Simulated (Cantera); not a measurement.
A Cantera script and its output.

```python
import numpy as np
import cantera as ct

gas = ct.Solution("gri30.yaml")
gas.TPX = 1875, 29000, {'NO': 1, 'N2': 1.9}
inlet = ct.Reservoir(gas, clone=True)

reactor = ct.IdealGasConstPressureReactor(gas, energy="off", clone=False)
exhaust = ct.Reservoir(gas, clone=True)
tau = [3.6, 1.8, 0.9, 0.45, 0.22, 0.11, 0.056, 0.028, 0.014, 0.007][0]
for a, b in ((inlet, reactor), (reactor, exhaust)):
    ct.MassFlowController(a, b, mdot=lambda t: reactor.mass / tau)
net = ct.ReactorNet([reactor])
show = ['NO', 'O2', 'N2O', 'O', 'NO2', 'N2']

rows = []
print(f"{'tau/s':>10s}{'T/K':>9s}" + "".join(f"{s:>11s}" for s in show))
for tau in [3.6, 1.8, 0.9, 0.45, 0.22, 0.11, 0.056, 0.028, 0.014, 0.007]:
    net.initial_time = 0.0
    net.advance(30 * tau)
    before = gas.X
    net.advance(40 * tau)
    drift = np.max(np.abs(gas.X - before) / (gas.X + 1e-9))
    rows.append([gas.T, *gas[show].X, drift])
    print(f"{tau:10.3e}{gas.T:9.1f}" + "".join(f"{x:11.3e}" for x in gas[show].X))
```

Result:

```
     tau/s      T/K         NO         O2        N2O          O        NO2         N2
 3.600e+00   1875.0  2.482e-01  4.810e-02  2.479e-05  1.035e-04  1.402e-04  7.034e-01
 1.800e+00   1875.0  2.881e-01  2.819e-02  3.388e-05  8.243e-05  1.275e-04  6.835e-01
 9.000e-01   1875.0  3.141e-01  1.520e-02  4.075e-05  6.490e-05  1.073e-04  6.705e-01
 4.500e-01   1875.0  3.290e-01  7.800e-03  4.499e-05  5.216e-05  8.831e-05  6.630e-01
 2.200e-01   1875.0  3.370e-01  3.810e-03  4.717e-05  4.359e-05  7.394e-05  6.590e-01
 1.100e-01   1875.0  3.409e-01  1.871e-03  4.776e-05  3.850e-05  6.490e-05  6.571e-01
 5.600e-02   1875.0  3.428e-01  9.174e-04  4.710e-05  3.529e-05  5.905e-05  6.561e-01
 2.800e-02   1875.0  3.438e-01  4.256e-04  4.495e-05  3.265e-05  5.418e-05  6.556e-01
 1.400e-02   1875.0  3.443e-01  1.839e-04  4.084e-05  2.967e-05  4.864e-05  6.554e-01
 7.000e-03   1875.0  3.446e-01  6.955e-05  3.438e-05  2.540e-05  4.071e-05  6.553e-01
```

Model: GRI-Mech 3.0 (53 species, 325 reactions), integrated in Cantera.
